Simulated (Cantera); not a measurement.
What does this Cantera script print?

```python
import numpy as np
import cantera as ct

gas_names = """
    H HO2 H2 H2O H2O2 O OH O2 O3 Ta TaO TaO2
""".split()
cond_names = """
    H2O(s) H2O(L) Ta(cr) Ta(L) Ta2O5(s) Ta2O5(L)
""".split()


# ... load() reads the species with a 1 bar reference pressure and builds the phases ...
atoms = {
    'Ta': {'Ta': 1},
    'O2': {'O': 2},
    'H2': {'H': 2},
}
top_T = {}  # K; cautious upper limits of use, not melting points


# ... equilibrate(T, P, feed) seeds the gas with the atoms and calls Mixture.equilibrate('TP', solver="vcs", rtol=1e-11, max_steps=5000) ...
results = []
feed = {'Ta': 1, 'O2': 0.061, 'H2': 8.1}  # mol
T = 1675  # K
P = 0.22  # Pa
mix = equilibrate(T, P, feed)
results.append((T, P, feed, dict(zip(mix.species_names, mix.species_moles))))
x = sorted(zip(gas.X, gas.species_names), reverse=True)
print(f"T = {T:g} K  P = {P:g} Pa  gas = {mix.phase_moles(0):.4g} mol")
print("   x: " + "  ".join(f"{s} {v:.3e}" for v, s in x if v > 1e-06))
print("   condensed (mol): " + ("  ".join(f"{mix.phase(i).name} {mix.phase_moles(i):.4g}"
      for i in range(1, mix.n_phases) if mix.phase_moles(i) > 1e-12) or "none"))
```

It prints:

```
T = 1675 K  P = 0.22 Pa  gas = 8.422 mol
   x: H2 9.238e-01  H 7.524e-02  TaO2 5.303e-04  H2O 3.042e-04  TaO 1.073e-04  OH 1.198e-06
   condensed (mol): Ta(cr) 0.9508  Ta2O5(s) 0.02192
```

These are equilibrium values from Cantera (NASA tables, ideal gas, pure condensed phases), not measurements of a reactor. Mutual solubility and eutectic melting of coexisting phases are not modelled. Condensed phases not in the tables: N, O or C dissolved in the metal.
